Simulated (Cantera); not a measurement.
Input: 1 mol C, 0.52 mol CO2, held at 2073 K and 40.0 bar.

Method: chemical equilibrium by Gibbs-energy minimisation in Cantera with the NASA 1993 tables (ideal gas, pure condensed phases). Candidate condensed phases: C; 12 gas species. The ideal-gas law is rough above about 30 bar. Equilibrium is a limit: real reactors are often held back by kinetics, nucleation or transport.

Base state: CO 0.999, CO2 0.000730 (mole fractions); condensed: C(graphite).

Problem. What changes in the equilibrium state with this change: 0.0018 mol NH3 added?

Solution. 
| species | before | after |
|---|---|---|
| CO | 0.999 | 0.996 |
| H2 | 0 | 0.00255 |
| N2 | 0 | 0.000848 |
| HCN | 0 | 2.86e-5 |
| H | 0 | 2.10e-5 |
| CO2 | 0.000730 | 0.000725 |
| C(graphite), mol | 0.481 | 0.481 |
Further candidate phases: C6H6, C7H8, C8H18, H2O.

Problem. What changes in the equilibrium state with this change: temperature from 2073 K to 950 K?

Solution. 
| species | before | after |
|---|---|---|
| CO2 | 0.000730 | 0.885 |
| CO | 0.999 | 0.115 |
| C(graphite), mol | 0.481 | 0.968 |
